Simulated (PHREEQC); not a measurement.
## Hard or scaling water

A solution holds 0.0033 mol/kgw SrCl2, 4.1e-05 mol/kgw NaHCO3 and 1.2e-06 mol/kgw H4SiO4, at 3 °C. Closed to the air; pH follows from the charge balance.

The numbers come from PHREEQC with the ion-association model, wateq4f.dat.

This is a speciation only: nothing precipitates in the calculation.

### Question
What pH does the model give?

### Answer
pH 8.25.

### Question
In which forms is Si present?

### Answer
H4SiO4 99 %, H3SiO4- 1.2 % of the Si.

Away from 25 °C the constants follow the database's enthalpies or fits; those with neither stay at their 25 °C values.
